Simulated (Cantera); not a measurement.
Feed: 1 mol NaCl, 0.25 mol H₂, 3.1 mol N₂, held at 952 °C and 5.80 Pa.

Method: chemical equilibrium by Gibbs-energy minimisation in Cantera with the NASA 1993 tables (ideal gas, pure condensed phases). Candidate condensed phases: NH₄Cl, Na, NaCl; 17 gas species. Rates play no part.

What is the equilibrium state?


```json
{
 "x(N₂)": "0.712",
 "x(NaCl)": "0.227",
 "x(H₂)": "0.0561",
 "x(Na)": "0.00254",
 "x(HCl)": "0.00254",
 "x(Na₂Cl₂)": "0.000243",
 "x(H)": "9.70e-6",
 "gas_amount": "4.354 mol",
 "log10 activity of Na(l) (absent)": "-7.03"
}
```
